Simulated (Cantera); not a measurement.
Cantera run:

```python
import numpy as np
import cantera as ct

gas_names = """
    C CH CH2 CH3 CH4 C2 C2H C2H2,acetylene C2H2,vinylidene C2H3,vinyl C2H4 C2H5 C2H6 C3 C3H3,propargyl
    C3H4,allene C3H4,propyne C3H4,cyclo- C3H5,allyl C3H6,propylene C3H6,cyclo- C3H7,n-propyl
    C3H7,i-propyl C3H8 C4 C4H2 C4H4,1,3-cyclo- C4H6,butadiene C4H6,2-butyne C4H6,cyclo- C4H8,1-butene
    C4H8,cis2-buten C4H8,tr2-butene C4H8,isobutene C4H8,cyclo- C4H9,n-butyl C4H9,i-butyl C4H9,s-butyl
    C4H9,t-butyl C4H10,isobutane C4H10,n-butane C5 C5H6,1,3cyclo- C5H8,cyclo- C5H10,1-pentene
    C5H10,cyclo- C5H11,pentyl C5H11,t-pentyl C5H12,n-pentane C5H12,i-pentane CH3C(CH3)2CH3 C6H2
    C6H5,phenyl C6H6 C6H10,cyclo- C6H12,1-hexene C6H12,cyclo- C6H13,n-hexyl C7H7,benzyl C7H8
    C7H14,1-heptene C7H15,n-heptyl C7H16,n-heptane C8H8,styrene C8H10,ethylbenz C8H16,1-octene
    C8H17,n-octyl C8H18,isooctane C8H18,n-octane C9H19,n-nonyl C10H8,naphthale C10H21,n-decyl
    C12H9,o-bipheny C12H10,bipheny H H2
""".split()
cond_names = """
    C(gr) C6H6(L) C7H8(L) C8H18(L),n-octa
""".split()


def load(file, names, dense=False):
    # The tables refer to 1 bar. Condensed volumes are neglected.
    table = {s.name: s for s in ct.Species.list_from_file(file)}
    out = []
    for n in names:
        d = dict(table[n].input_data)
        d["thermo"] = dict(d["thermo"], **{"reference-pressure": 1e5})
        if dense:
            d["equation-of-state"] = {"model": "constant-volume", "density": "1e6 g/cm^3"}
        out.append(ct.Species.from_dict(d))
    return out


gas = ct.Solution(thermo="ideal-gas", species=load("nasa_gas.yaml", gas_names))
cond = {s.name: ct.Solution(thermo="fixed-stoichiometry", species=[s], name=s.name)
        for s in load("nasa_condensed.yaml", cond_names, dense=True)}
atoms = {
    'n-butane': {'C': 4, 'H': 10},
    'H2': {'H': 2},
}
top_T = {'C(gr)': 4500}  # K; cautious upper limits of use, not melting points


def equilibrate(T, P, feed):
    n = {}
    for name, mol in feed.items():
        for a, k in atoms[name].items():
            n[a] = n.get(a, 0.0) + k * mol
    gas.TPX = T, P, n
    mass = sum(n.values()) * gas.mean_molecular_weight
    gas.equilibrate("TP")
    valid = [c for c in cond.values() if c.min_temp <= T <= top_T.get(c.name, c.max_temp)]
    mix = ct.Mixture([(gas, mass / gas.mean_molecular_weight)] + [(c, 0.0) for c in valid])
    mix.T, mix.P = T, P
    mix.equilibrate("TP", solver="vcs", rtol=1e-11, max_steps=5000)
    return mix


results = []
feed = {'n-butane': 1, 'H2': 0.7}  # mol
T = 2025  # K
P = 20  # Pa
mix = equilibrate(T, P, feed)
results.append((T, P, feed, dict(zip(mix.species_names, mix.species_moles))))
print(gas.report(threshold=1e-06))
for i in range(1, mix.n_phases):
    print(f"{mix.phase(i).name:16s} {mix.phase_moles(i):12.5e} mol")
```

Result:

```
       temperature   2025 K
          pressure   20 Pa
           density   2.2652e-06 kg/m^3
  mean mol. weight   1.9069 kg/kmol
   phase of matter   gas

                          1 kg             1 kmol
                     ---------------   ---------------
          enthalpy         4.169e+07        7.9499e+07  J
   internal energy         3.286e+07        6.2663e+07  J
           entropy        1.3564e+05        2.5866e+05  J/K
    Gibbs function       -2.3299e+08       -4.4429e+08  J
 heat capacity c_p             17096             32601  J/K
 heat capacity c_v             12736             24287  J/K

                      mass frac. Y      mole frac. X     chem. pot. / RT
                     ---------------   ---------------   ---------------
               C2H        3.0738e-05        2.3418e-06           -19.671
    C2H2,acetylene          0.010776        0.00078921           -33.758
                 H           0.06718           0.12709           -14.087
                H2             0.922           0.87212           -28.174
     [  +72 minor]        1.7752e-05        1.2027e-06

C(gr)             3.99035e+00 mol
```

Method: chemical equilibrium by Gibbs-energy minimisation in Cantera with the NASA 1993 tables (ideal gas, pure condensed phases).
